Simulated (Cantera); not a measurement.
**SF6 + SO2 + O2 (abatement and gas-phase synthesis)**

Charge: 1 mol SF6, 0.069 mol SO2, 0.33 mol O2, equilibrated at 0.000290 bar.

Equilibrium computed with Cantera from the NASA thermochemical tables; the gas is ideal and each condensed phase is pure. Candidate condensed phases: S; 25 gas species. The tables' values for SOF2, S2F2 (SSF2), SF3, FS2F (FSSF) are old estimates; treat these amounts as uncertain. Equilibrium is a limit: real reactors are often held back by kinetics, nucleation or transport.

| T (K) | log p F | log p SF2 | log p SO | log p SO2 | log p S | log p S2 | log p SF |
|---|---|---|---|---|---|---|---|
| 1800 | -3.62 | -4.68 | -5.24 | -4.80 | -6.08 | -5.90 | -5.42 |
| 1825 | -3.62 | -4.77 | -5.15 | -4.83 | -5.88 | -5.67 | -5.35 |
| 1850 | -3.61 | -4.88 | -5.07 | -4.86 | -5.71 | -5.51 | -5.32 |
| 1875 | -3.61 | -5.02 | -5.02 | -4.89 | -5.58 | -5.40 | -5.31 |
| 1900 | -3.61 | -5.18 | -4.97 | -4.91 | -5.46 | -5.34 | -5.33 |
| 1925 | -3.60 | -5.34 | -4.93 | -4.94 | -5.37 | -5.30 | -5.36 |
| 1950 | -3.60 | -5.52 | -4.90 | -4.97 | -5.29 | -5.29 | -5.40 |
| 1975 | -3.60 | -5.70 | -4.87 | -4.99 | -5.22 | -5.29 | -5.44 |
| 2000 | -3.60 | -5.88 | -4.84 | -5.01 | -5.15 | -5.31 | -5.50 |
| 2025 | -3.60 | -6.07 | -4.82 | -5.03 | -5.10 | -5.34 | -5.55 |
| 2050 | -3.60 | -6.26 | -4.80 | -5.05 | -5.05 | -5.37 | -5.62 |
| 2075 | -3.60 | -6.44 | -4.79 | -5.07 | -5.00 | -5.42 | -5.68 |
| 2100 | -3.60 | -6.63 | -4.77 | -5.09 | -4.96 | -5.47 | -5.75 |
log p: log10 of the partial pressure in bar; nothing condenses.

From 1800 K to 2100 K nothing is condensed.
